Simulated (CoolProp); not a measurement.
The fluid at 298.15 K and 3.04 MPa is throttled through a valve to 0.0866 MPa with no heat exchange. The same conditions are run with several fluids, on thermodynamics alone (safety and materials aside).

Model: reference Helmholtz-energy equation of state of each fluid (CH2F2 (R32): Tillner-Roth 1997; R123: Younglove 1994; ethanol: Schroeder 2014; neopentane: Lemmon 2006), in CoolProp.

Rank CH2F2 (R32), R123, ethanol, neopentane by temperature change (K), highest first.

ethanol (+1.0), R123 (-1.4), neopentane (-19.8), CH2F2 (R32) (-79.7)

```
fluid                             final phase  final density (kg/m³)
-----------  --------------------------------  ---------------------
CH2F2 (R32)  two-phase, vapour fraction 0.351                   7.31
R123         two-phase, vapour fraction 0.014                    311
ethanol                                liquid                    784
neopentane   two-phase, vapour fraction 0.147                   18.7
```
